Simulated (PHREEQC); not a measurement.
## Arsenic or selenium liquor (model solution)

Dissolve 0.011 mol/kgw Na2SeO3, 0.00021 mol/kgw NH4Cl and 0.2 mol/kgw CaCl2 at 55 °C. Closed to the air; pH follows from the charge balance.

All values are PHREEQC results (ion-association model, wateq4f.dat), not measurements.

Precipitation was switched off in this run.

**Question.** What pH, activity of water does the model give?

**Answer.** pH 9.40; activity of water 0.989.

**Question.** In which forms is N present?

**Answer.** NH3 88 %, NH4+ 12 % of the N.

Species that the database lacks are ignored. At this temperature some constants are extrapolated from 25 °C, and those without enthalpy data are left unchanged.
